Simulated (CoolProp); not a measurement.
Values from CoolProp's reference Helmholtz-energy equation of state, Gao 2022.

Question: Give the vapour pressure (kPa), liquid density (kg/m³), vapour density (kg/m³), liquid cp (kJ/(kg K)) of saturated n-perfluorohexane at 337.8 K.

Answer: 
| T (K) | p (kPa) | liquid density (kg/m³) | vapour density (kg/m³) | liquid cp (kJ/(kg K)) |
|---|---|---|---|---|
| 337.8 | 130 | 1550 | 16.9 | 1.11 |
